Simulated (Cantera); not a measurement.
An adiabatic, constant-pressure homogeneous reactor starts with CH₃OH : O₂ : N₂ = 1 : 1.53 : 5.76 (molar parts), at 1473 K and 760 Torr. Integrator tolerance rtol = 1e-08.

Detailed kinetics in Cantera: GRI-Mech 3.0 (53 species, 325 reactions). GRI-Mech 3.0 was tuned for natural gas; its chemistry of methanol as a main component is partial and can be far from experiment.

What does this change do: constant volume in place of constant pressure?


```tsv
quantity	before	after
time of steepest temperature rise	0.294 ms	0.266 ms
temperature at 0.900 s	2694 K	2865 K
equilibrium temperature	2694 K	2865 K
x(CH₃OH) at 0.900 s	<1e-12 (gas-phase equilibrium <1e-12)	<1e-12 (gas-phase equilibrium <1e-12)
x(O₂) at 0.900 s	0.0228 (gas-phase equilibrium 0.0228)	0.0249 (gas-phase equilibrium 0.0249)
x(CH₂) at 0.900 s	<1e-12 (gas-phase equilibrium <1e-12)	<1e-12 (gas-phase equilibrium <1e-12)
x(CH₂O) at 0.900 s	3.02e-10 (gas-phase equilibrium 3.02e-10)	9.31e-10 (gas-phase equilibrium 9.31e-10)
x(H₂O) at 0.900 s	0.186 (gas-phase equilibrium 0.186)	0.177 (gas-phase equilibrium 0.177)
x(H) at 0.900 s	0.00738 (gas-phase equilibrium 0.00738)	0.0101 (gas-phase equilibrium 0.0101)
```

What does this change do: pressure from 760 Torr to 3750 Torr?


```
quantity                                                              before                                    after
---------------------------------  -----------------------------------------  ---------------------------------------
time of steepest temperature rise                                   0.294 ms                                  71.9 µs
temperature at 0.900 s                                                2694 K                                   2802 K
equilibrium temperature                                               2694 K                                   2802 K
x(CH₃OH) at 0.900 s                    <1e-12 (gas-phase equilibrium <1e-12)    <1e-12 (gas-phase equilibrium <1e-12)
x(O₂) at 0.900 s                       0.0228 (gas-phase equilibrium 0.0228)    0.0188 (gas-phase equilibrium 0.0188)
x(CH₂) at 0.900 s                      <1e-12 (gas-phase equilibrium <1e-12)    <1e-12 (gas-phase equilibrium <1e-12)
x(CH₂O) at 0.900 s                 3.02e-10 (gas-phase equilibrium 3.02e-10)  1.04e-9 (gas-phase equilibrium 1.04e-9)
x(H₂O) at 0.900 s                        0.186 (gas-phase equilibrium 0.186)      0.195 (gas-phase equilibrium 0.195)
x(H) at 0.900 s                      0.00738 (gas-phase equilibrium 0.00738)  0.00440 (gas-phase equilibrium 0.00440)
```

What does this change do: N2 5.76 to 10 parts?


| quantity | before | after |
|---|---|---|
| time of steepest temperature rise | 0.294 ms | 0.361 ms |
| temperature at 0.900 s | 2694 K | 2503 K |
| equilibrium temperature | 2694 K | 2503 K |
| x(CH₃OH) at 0.900 s | <1e-12 (gas-phase equilibrium <1e-12) | <1e-12 (gas-phase equilibrium <1e-12) |
| x(O₂) at 0.900 s | 0.0228 (gas-phase equilibrium 0.0228) | 0.0112 (gas-phase equilibrium 0.0112) |
| x(CH₂) at 0.900 s | <1e-12 (gas-phase equilibrium <1e-12) | <1e-12 (gas-phase equilibrium <1e-12) |
| x(CH₂O) at 0.900 s | 3.02e-10 (gas-phase equilibrium 3.02e-10) | 6.27e-11 (gas-phase equilibrium 6.27e-11) |
| x(H₂O) at 0.900 s | 0.186 (gas-phase equilibrium 0.186) | 0.138 (gas-phase equilibrium 0.138) |
| x(H) at 0.900 s | 0.00738 (gas-phase equilibrium 0.00738) | 0.00226 (gas-phase equilibrium 0.00226) |
